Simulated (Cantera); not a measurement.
A Cantera script and what it prints.

```python
import numpy as np
import cantera as ct

gas_names = """
    AL ALCL ALCL2 ALCL3 ALH ALN AL2 AL2CL6 CL CL2 H HCL H2 N NH NH2 NH3 N2 N2H2 N2H4
""".split()
cond_names = """
    AL(cr) AL(L) ALCL3(s) ALCL3(L) ALN(s) NH4CL(a) NH4CL(b)
""".split()


# ... load() reads the species with a 1 bar reference pressure and builds the phases ...
atoms = {
    'AlCl3': {'AL': 1, 'CL': 3},
    'NH3': {'N': 1, 'H': 3},
    'H2': {'H': 2},
}
top_T = {'ALN(s)': 2750}  # K; cautious upper limits of use, not melting points


# ... equilibrate(T, P, feed) seeds the gas with the atoms and calls Mixture.equilibrate('TP', solver="vcs", rtol=1e-11, max_steps=5000) ...
results = []
feed = {'AlCl3': 1, 'NH3': 100, 'H2': 10}  # mol
P = 1000  # Pa
for T in [723, 873, 1023, 1173, 1323, 1473, 1623, 1773, 1923, 2073, 2223]:
    mix = equilibrate(T, P, feed)
    results.append((T, P, feed, dict(zip(mix.species_names, mix.species_moles))))

top = {s: max(r[3][s] / sum(r[3][g] for g in gas_names) for r in results) for s in gas_names}
cols = sorted((s for s in top if top[s] > 1e-05), key=lambda s: -top[s])[:6]
seen = [c for c in cond_names if any(r[3].get(c, 0) > 1e-12 for r in results)]
print("log10 of partial pressures in bar; condensed amounts in mol")
print(f"{'T/K':>10s}" + "".join(f"{s[:9]:>10s}" for s in cols + seen))
for T, P, feed, n in results:
    ng = sum(n[g] for g in gas_names)
    print(f"{T:10.4g}" + "".join(f"{np.log10(max(n[s] / ng * P / 1e5, 1e-99)):10.3f}" for s in cols)
          + "".join(f"{n.get(c, 0):10.4g}" for c in seen))
```

Result:

```
log10 of partial pressures in bar; condensed amounts in mol
       T/K        H2        N2         H       HCL      ALCL        AL    ALN(s)
       723    -2.124    -2.630   -14.136    -3.852   -17.903   -32.945    0.9898
       873    -2.124    -2.630   -11.392    -3.854   -13.479   -24.936    0.9849
      1023    -2.124    -2.630    -9.445    -3.856   -10.366   -19.289    0.9802
      1173    -2.124    -2.630    -7.991    -3.858    -8.060   -15.098    0.9752
      1323    -2.124    -2.630    -6.862    -3.862    -6.290   -11.867    0.9572
      1473    -2.124    -2.629    -5.960    -3.905    -4.927    -9.301    0.7006
      1623    -2.125    -2.627    -5.223    -4.033    -4.341    -7.641         0
      1773    -2.126    -2.628    -4.609    -4.029    -4.334    -6.853         0
      1923    -2.129    -2.629    -4.090    -4.029    -4.337    -6.193         0
      2073    -2.137    -2.632    -3.648    -4.030    -4.355    -5.646         0
      2223    -2.153    -2.639    -3.270    -4.032    -4.403    -5.208         0
```

Equilibrium computed with Cantera from the NASA thermochemical tables; the gas is ideal and each condensed phase is pure. The tables' values for AlCl2 are old estimates; treat these amounts as uncertain.
